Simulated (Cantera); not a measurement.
Input: 1 mol SiHCl₃, 0.55 mol N₂, at 1.33 mbar.

Cantera equilibrium calculation (NASA polynomials, part measured and part estimated; ideal gas, pure solids and liquids). Candidate condensed phases: NH₄Cl, Si, Si₃N₄; 28 gas species. N₂ is the only nitrogen source here; it is nearly inert below about 1500 K, so the nitride shown seldom forms there in practice. The tables' values for SiCl₃ are old estimates; treat these amounts as uncertain. The numbers say what is thermodynamically allowed, not how fast it happens.

**Question.** At 975 K, list the 4 most abundant gas species with their mole fractions, and the condensed phases.

**Answer.** HCl 0.399, SiCl₄ 0.343, N₂ 0.160, H₂ 0.0960. Condensed: Si₃N₄(s).
